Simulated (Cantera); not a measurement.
An isothermal, constant-pressure homogeneous reactor starts with H2 : O2 : N2 = 0.24 : 1 : 0.66 (molar parts), at 1373 K and 1.80 Torr.

Computed with Cantera and GRI-Mech 3.0 (53 species, 325 reactions). Radical loss at walls, strong at low pressure, is not modelled. The temperature is held fixed by assumption; the heat of reaction is taken as removed at once.

Q: Predict: x(H2) at 1.00 s; x(O2) at 1.00 s; x(H) at 1.00 s; x(O) at 1.00 s.

A: 
| Item | Result |
|---|---|
| x(H2) at 1.00 s | 0.00332 (gas-phase equilibrium 1.17e-6) |
| x(O2) at 1.00 s | 0.470 (gas-phase equilibrium 0.494) |
| x(H) at 1.00 s | 0.0125 (gas-phase equilibrium 7.39e-8) |
| x(O) at 1.00 s | 0.0275 (gas-phase equilibrium 8.90e-6) |
